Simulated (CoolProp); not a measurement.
Saturated liquid density (kg/m³) of toluene: the reference equation beside estimates from Tc = 591.7 K, pc = 4126 kPa, ω = 0.266. Rackett uses Z = 0.29056 − 0.08775 ω.

The numbers come from the reference Helmholtz-energy equation of state, Lemmon 2006 in CoolProp. It is a short technical equation, of lower accuracy than the large ones.

```json
[
 {"T (K)": "302.9", "reference": "857.7", "Rackett": "847.3", "van der Waals": "503.2", "Redlich-Kwong": "746.6", "Soave-Redlich-Kwong": "764.0", "Peng-Robinson": "859.7"},
 {"T (K)": "318.8", "reference": "842.8", "Rackett": "832.8", "van der Waals": "495.4", "Redlich-Kwong": "733.5", "Soave-Redlich-Kwong": "752.5", "Peng-Robinson": "847.5"},
 {"T (K)": "334.8", "reference": "827.6", "Rackett": "817.9", "van der Waals": "487.2", "Redlich-Kwong": "719.7", "Soave-Redlich-Kwong": "740.3", "Peng-Robinson": "834.5"},
 {"T (K)": "350.7", "reference": "812.2", "Rackett": "802.6", "van der Waals": "478.7", "Redlich-Kwong": "705.3", "Soave-Redlich-Kwong": "727.4", "Peng-Robinson": "820.7"},
 {"T (K)": "366.6", "reference": "796.5", "Rackett": "787.0", "van der Waals": "469.9", "Redlich-Kwong": "690.1", "Soave-Redlich-Kwong": "713.6", "Peng-Robinson": "805.9"},
 {"T (K)": "382.6", "reference": "780.3", "Rackett": "770.7", "van der Waals": "460.6", "Redlich-Kwong": "674.0", "Soave-Redlich-Kwong": "698.9", "Peng-Robinson": "790.0"},
 {"T (K)": "398.5", "reference": "763.8", "Rackett": "754.0", "van der Waals": "451.0", "Redlich-Kwong": "657.1", "Soave-Redlich-Kwong": "683.2", "Peng-Robinson": "772.9"},
 {"T (K)": "414.5", "reference": "746.6", "Rackett": "736.6", "van der Waals": "440.9", "Redlich-Kwong": "639.1", "Soave-Redlich-Kwong": "666.3", "Peng-Robinson": "754.5"},
 {"T (K)": "430.4", "reference": "728.8", "Rackett": "718.6", "van der Waals": "430.3", "Redlich-Kwong": "620.2", "Soave-Redlich-Kwong": "648.3", "Peng-Robinson": "734.6"},
 {"T (K)": "446.3", "reference": "710.1", "Rackett": "699.7", "van der Waals": "419.1", "Redlich-Kwong": "600.2", "Soave-Redlich-Kwong": "628.8", "Peng-Robinson": "713.0"},
 {"T (K)": "462.3", "reference": "690.4", "Rackett": "679.8", "van der Waals": "407.1", "Redlich-Kwong": "578.6", "Soave-Redlich-Kwong": "607.6", "Peng-Robinson": "689.4"},
 {"T (K)": "478.2", "reference": "669.5", "Rackett": "658.7", "van der Waals": "394.3", "Redlich-Kwong": "555.7", "Soave-Redlich-Kwong": "584.6", "Peng-Robinson": "663.6"},
 {"T (K)": "494.2", "reference": "646.8", "Rackett": "636.1", "van der Waals": "380.5", "Redlich-Kwong": "530.7", "Soave-Redlich-Kwong": "559.3", "Peng-Robinson": "634.8"}
]
```

Absolute difference from the reference over all 13 rows, mean and median: Rackett 1.3 and 1.3 %, van der Waals 41.1 and 41.0 %, Redlich-Kwong 14.5 and 14.0 %, Soave-Redlich-Kwong 11.2 and 10.8 %, Peng-Robinson 0.9 and 0.9 %.
